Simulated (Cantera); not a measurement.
Input: 1 mol Si, 0.037 mol N₂O, 180 mol H₂, at 1280 Torr.

These are equilibrium values from Cantera (NASA tables, ideal gas, pure condensed phases), not measurements of a reactor. Candidate condensed phases: H₂O, Si, SiO₂, Si₂N₂O, Si₃N₄; 35 gas species. Mutual solubility and eutectic melting of coexisting phases are not modelled. Equilibrium is a limit: real reactors are often held back by kinetics, nucleation or transport. All values below are at 1250 °C.

Base state: H₂ 1.000, H 1.77e-5 (mole fractions); condensed: Si(s) + Si₂N₂O(s).

Problem. What changes in the equilibrium state with this change: Si replaced by Si₃N₄?

Solution. 
```json
[
 {"species": "H₂", "before": "1.000", "after": "1.000"},
 {"species": "N₂", "before": "6.17e-6", "after": "0.000274"},
 {"species": "H", "before": "1.77e-5", "after": "1.77e-5"},
 {"species": "Si(s), mol", "before": "0.926", "after": "0"},
 {"species": "Si₂N₂O(s), mol", "before": "0.0359", "after": "0.0369"},
 {"species": "Si₃N₄(s), mol", "before": "0", "after": "0.975"}
]
```

Problem. What changes in the equilibrium state with this change: pressure from 1280 Torr to 7.50 Torr?

Solution. 
```json
[
 {"species": "H₂", "before": "1.000", "after": "0.999"},
 {"species": "H", "before": "1.77e-5", "after": "0.000231"},
 {"species": "N₂", "before": "6.17e-6", "after": "0.000205"},
 {"species": "SiO", "before": "6.23e-6", "after": "0.000205"},
 {"species": "Si(s), mol", "before": "0.926", "after": "0.962"},
 {"species": "Si₂N₂O(s), mol", "before": "0.0359", "after": "0"}
]
```
